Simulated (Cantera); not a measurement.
Thermodynamics of nitride etching, feed Si3N4 + O2 + H2 + Cl2

Charge: 1 mol Si3N4, a varied amount of O2, 5.8 mol H2, 16 mol Cl2, held at 1773 K and 54.8 Torr.

Equilibrium computed with Cantera from the NASA thermochemical tables; the gas is ideal and each condensed phase is pure. Candidate condensed phases: H2O, NH4Cl, Si, SiO2, Si2N2O, Si3N4; 47 gas species. The tables' values for SiCl3 are old estimates; treat these amounts as uncertain. The tables hold silica as quartz up to 1696 K and as liquid above; real silica turns to tridymite and cristobalite and melts near 1996 K. Rates play no part.

From 0.33 mol O2 to 6.5 mol O2 the condensed part is SiO2(condensed). The main Si-bearing gas is SiCl4 throughout.

```csv
n(O2) (mol),log p HCl,log p Cl,log p Cl2,log p SiCl4,log p O2,log p N2,n SiO2(condensed)
0.33,-1.46,-1.71,-2.31,-2.10,-7.38,-2.22,0.330
0.48,-1.46,-1.70,-2.28,-2.13,-7.28,-2.23,0.480
0.7,-1.47,-1.68,-2.24,-2.18,-7.16,-2.24,0.700
1,-1.48,-1.65,-2.19,-2.25,-6.99,-2.25,1.000
1.5,-1.50,-1.62,-2.12,-2.39,-6.70,-2.26,1.50
2.1,-1.52,-1.58,-2.05,-2.63,-6.33,-2.28,2.10
3.1,-1.55,-1.54,-1.97,-5.17,-3.63,-2.31,3.00
4.5,-1.57,-1.56,-2.00,-6.39,-2.46,-2.33,3.00
6.5,-1.60,-1.58,-2.04,-6.81,-2.12,-2.36,3.00
```
log p: log10 of the partial pressure in bar; n: condensed amount in mol.
